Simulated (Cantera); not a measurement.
A closed system holds: 1 mol MgO, 0.11 mol HCl, at 1.00 bar.

Equilibrium computed with Cantera from the NASA thermochemical tables; the gas is ideal and each condensed phase is pure. Candidate condensed phases: H2O, Mg, MgCl2, MgO, Mg(OH)2; 22 gas species. Mutual solubility and eutectic melting of coexisting phases are not modelled. Kinetics and transport are ignored.

x: gas mole fraction; n: condensed amount in mol.

```tsv
T (°C)	x HCl	x MgCl2	x H2O	x Cl	x H2	x Cl2	n MgCl2(l)	n MgO(s)
825	0.945	0.00148	0.0532	5.31e-6	1.56e-5	[?]	0.00541	0.994
925	0.956	0.00823	0.0361	2.47e-5	4.08e-5	[?]	0.00299	0.996
1025	0.941	0.0294	0.0294	8.73e-5	9.50e-5	[?]	0	0.997
1125	0.909	0.0453	0.0453	0.000249	0.000203	[?]	0	0.995
1225	0.869	0.0647	0.0647	0.000597	0.000407	[?]	0	0.993
1325	0.824	0.0869	0.0869	0.00125	0.000765	[?]	0	0.990
1425	0.775	0.111	0.111	0.00237	0.00135	[?]	0	0.988
```

Q: What belongs in the gaps?

A: 
- 825, x Cl2: 1.29e-5
- 925, x Cl2: 2.84e-5
- 1025, x Cl2: 5.13e-5
- 1125, x Cl2: 7.88e-5
- 1225, x Cl2: 0.000107
- 1325, x Cl2: 0.000134
- 1425, x Cl2: 0.000155
